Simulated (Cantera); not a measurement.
An isothermal, constant-pressure homogeneous reactor starts with C₂H₆ : N₂ = 0.5 : 45 (molar parts), at 1100 K and 57.0 Torr.

Model: GRI-Mech 3.0 (53 species, 325 reactions), integrated in Cantera. GRI-Mech 3.0 stops at C3 and has no aromatics, soot or wall deposition, so with more carbon than oxygen in the feed, carbon stays in small species such as C2H2 where larger ones or solid carbon would form.

Problem. Predict: x(C₂H₆) at 60.0 s; x(H₂) at 60.0 s; x(C₂H₄) at 60.0 s; x(C₂H₂) at 60.0 s; x(H) at 60.0 s; x(CH₃) at 60.0 s.

Solution. 
```json
{
  "x(C₂H₆) at 60.0 s": "2.46e-6 (gas-phase equilibrium 1.47e-7)",
  "x(H₂) at 60.0 s": "0.0165 (gas-phase equilibrium 0.0175)",
  "x(C₂H₄) at 60.0 s": "0.00365 (gas-phase equilibrium 0.000196)",
  "x(C₂H₂) at 60.0 s": "0.00668 (gas-phase equilibrium 0.00222)",
  "x(H) at 60.0 s": "6.73e-8 (gas-phase equilibrium 1.25e-8)",
  "x(CH₃) at 60.0 s": "6.93e-8 (gas-phase equilibrium 3.33e-8)"
}
```
